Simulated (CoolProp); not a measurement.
A simple Rankine cycle with cyclopropane: condensing at 333.15 K, boiler at 3.56 MPa, turbine inlet 373.7 K, turbine efficiency 0.7, pump efficiency 0.7, no recuperator. Each further row changes one setting.

The numbers come from the reference Helmholtz-energy equation of state, Polt 1992 in CoolProp. This equation is an older, rougher fit; its heat capacities, sound speeds and derivatives of the liquid may be far off and weren't checked against measurements.

```
case                             thermal efficiency (%)  net work (kJ/kg)  heat in (kJ/kg)  turbine exit temperature (K)  volume ratio over the turbine
-------------------------------  ----------------------  ----------------  ---------------  ----------------------------  -----------------------------
as stated                                           5.6              20.2              358                         333.1                     (withheld)
turbine inlet 393.7 K                               6.0              24.9              416                         356.7                           2.22
condensing temperature 325.15 K                     6.8        (withheld)              378                         325.1                           2.77
boiler pressure 2.49 MPa                            3.4              13.6       (withheld)                         355.2                           1.50
turbine efficiency 0.6                              4.6              16.6              358                         333.1                           2.33
```

Question: Some entries are withheld; supply them.

Answer: 
- as stated, volume ratio over the turbine: 2.31
- condensing temperature 325.15 K, net work (kJ/kg): 25.7
- boiler pressure 2.49 MPa, heat in (kJ/kg): 402

The expansion ends wet for: as stated; condensing temperature 325.15 K; turbine efficiency 0.6.
